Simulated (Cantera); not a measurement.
A perfectly stirred reactor is fed with C₂H₄ : H₂ = 1 : 1 (molar parts), at 20.0 Torr; it is held at 1650 K, and followed from long to short residence time.

Detailed kinetics in Cantera: GRI-Mech 3.0 (53 species, 325 reactions). GRI-Mech 3.0 was tuned for natural gas; its chemistry of ethylene as a main component is partial and can be far from experiment. GRI-Mech 3.0 stops at C3 and has no aromatics, soot or wall deposition, so with more carbon than oxygen in the feed, carbon stays in small species such as C2H2 where larger ones or solid carbon would form. Radical loss at walls, strong at low pressure, is not modelled.

### Question
What does this change do: temperature 1650 to 1900 K?

### Answer
```
quantity                  before     after
----------------------  --------  --------
x(C₂H₄) at τ = 8.80 s   0.000674   8.32e-5
x(H₂) at τ = 8.80 s        0.665     0.663
x(C₂H) at τ = 8.80 s     8.63e-7   2.49e-5
x(C₂H₆) at τ = 8.80 s    1.91e-8   1.05e-9
x(CH₄) at τ = 8.80 s    0.000952  0.000245
x(C₂H₄) at τ = 57.0 ms     0.146   0.00967
x(H₂) at τ = 57.0 ms       0.618     0.663
x(C₂H) at τ = 57.0 ms    5.92e-8   3.05e-6
x(C₂H₆) at τ = 57.0 ms   6.88e-7   1.86e-8
x(CH₄) at τ = 57.0 ms    9.01e-5  0.000138
```

### Question
What does this change do: pressure from 20.0 Torr to 760 Torr?

### Answer
| quantity | before | after |
|---|---|---|
| x(C₂H₄) at τ = 8.80 s | 0.000674 | 0.0143 |
| x(H₂) at τ = 8.80 s | 0.665 | 0.617 |
| x(C₂H) at τ = 8.80 s | 8.63e-7 | 1.59e-7 |
| x(C₂H₆) at τ = 8.80 s | 1.91e-8 | 2.70e-5 |
| x(CH₄) at τ = 8.80 s | 0.000952 | 0.0533 |
| x(C₂H₄) at τ = 57.0 ms | 0.146 | 0.0209 |
| x(H₂) at τ = 57.0 ms | 0.618 | 0.640 |
| x(C₂H) at τ = 57.0 ms | 5.92e-8 | 1.71e-7 |
| x(C₂H₆) at τ = 57.0 ms | 6.88e-7 | 2.24e-5 |
| x(CH₄) at τ = 57.0 ms | 9.01e-5 | 0.0236 |
